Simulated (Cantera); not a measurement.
A closed system holds: 1 mol Si3N4, 0.22 mol CO2, 2.9 mol H2, at 100000 Pa.

Cantera equilibrium calculation (NASA polynomials, part measured and part estimated; ideal gas, pure solids and liquids). Candidate condensed phases: C, C6H6, C7H8, C8H18, H2O, Si, SiC, SiO2, Si2N2O, Si3N4; 151 gas species. Mutual solubility and eutectic melting of coexisting phases are not modelled. Rates play no part. All values below are at 1500 K.

Base state: H2 0.921, N2 0.0762, CH4 0.00218, HCN 0.000280, CO 3.77e-5, H 1.69e-5, NH3 1.51e-5 (mole fractions); condensed: C(graphite) + SiC(s) + Si2N2O(s) + Si3N4(s).

Q: What changes in the equilibrium state with this change: pressure from 100000 Pa to 133 Pa?

A: 
```csv
species,before,after
H2,0.921,0.907
N2,0.0762,0.0919
SiO,7.39e-8,0.000473
CH4,0.00218,3.87e-8
NH3,1.51e-5,2.16e-8
HCN,0.000280,4.19e-6
H,1.69e-5,0.000459
"C(graphite), mol",0.0733,0
"SiC(s), mol",0.139,0.220
"Si2N2O(s), mol",0.440,0.438
"Si3N4(s), mol",0.660,0.634
```
